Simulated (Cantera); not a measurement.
Hydrogen reduction and annealing atmospheres: Ta₂O₅ + H₂

A closed system holds: 1 mol Ta₂O₅, 1300 mol H₂, at 5.20 mbar.

Method: chemical equilibrium by Gibbs-energy minimisation in Cantera with the NASA 1993 tables (ideal gas, pure condensed phases). Candidate condensed phases: H₂O, Ta, Ta₂O₅; 12 gas species. Mutual solubility and eutectic melting of coexisting phases are not modelled. Condensed phases not in the tables: N, O or C dissolved in the metal. The numbers say what is thermodynamically allowed, not how fast it happens.

```
T (°C)  log p H₂  log p H  log p H₂O  log p TaO₂  log p TaO  log p OH  n Ta₂O₅(s)   n Ta(s)
------  --------  -------  ---------  ----------  ---------  --------  ----------  --------
527        -2.28   -12.68     -11.07        <-14       <-14      <-14        1.00         0
677        -2.28   -10.40      -9.43        <-14       <-14      <-14       1.000         0
827        -2.28    -8.73      -8.25        <-14       <-14      <-14       1.000  0.000558
977        -2.28    -7.46      -7.37        <-14       <-14      <-14       0.998   0.00425
1127       -2.28    -6.46      -6.69      -12.55     -13.20    -12.56       0.990    0.0205
1277       -2.28    -5.64      -6.14      -10.41     -11.09    -10.98       0.964    0.0721
1427       -2.29    -4.97      -5.70       -8.66      -9.36     -9.68       0.900     0.200
1577       -2.29    -4.41      -5.33       -7.21      -7.92     -8.59       0.761     0.460
1727       -2.29    -3.94      -5.03       -5.98      -6.70     -7.67       0.413     0.858
1877       -2.31    -3.53      -5.01       -5.38      -5.88     -7.12           0     0.592
```
log p: log10 of the partial pressure in bar; n: condensed amount in mol.

From 527 °C to 677 °C the condensed part is Ta₂O₅(s). From 827 °C to 1727 °C the condensed part is Ta(s) + Ta₂O₅(s). At 1877 °C the condensed part is Ta(s).
